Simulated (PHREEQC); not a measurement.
A solution holds 1.95 mmol/kgw K2CO3, at 18 °C. Closed to the air; pH follows from the charge balance.

The numbers come from PHREEQC with the Pitzer model, pitzer.dat.

No solid was allowed to form.

Problem. Predict the pH, osmotic coefficient.

Solution. pH 10.85; osmotic coefficient 0.958.

Problem. In which forms is C present?

Solution. CO3-2 77 %, HCO3- 23 % of the C.
